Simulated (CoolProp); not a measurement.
A single-stage vapour-compression cycle with the fluid: evaporating at 231.15 K (dew point), condensing at 293.15 K (bubble point), superheat 2 K, subcooling 8 K, compressor efficiency 0.65, no pressure losses. The same conditions are run with several fluids, on thermodynamics alone (safety and materials aside).

Values from CoolProp's reference Helmholtz-energy equation of state of each fluid (isobutene: Lemmon 2005; R13: Platzer 1990; sulfur dioxide: Gao 2016; fluoroethane (R161): Wu 2012; R410A: Lemmon 2003; propylene: Lemmon 2013). The equations of Platzer and Polt are older, rougher fits. Blends and air are pseudo-pure fits.

Rank isobutene, R13, sulfur dioxide, fluoroethane (R161), R410A, propylene by cooling COP, highest first.

isobutene (2.03), fluoroethane (R161) (1.98), propylene (1.95), sulfur dioxide (1.92), R410A (1.89), R13 (1.50)

```csv
fluid,pressure ratio,discharge temperature (K),refrigerating effect (kJ/kg),volumetric capacity (kJ/m³)
isobutene,12.9,336.2,307,182
R13,5.66,329.9,67.9,2360
sulfur dioxide,17.3,506.5,344,220
fluoroethane (R161),9.78,370.0,320,672
R410A,9.07,365.2,187,1190
propylene,7.83,347.6,308,906
```
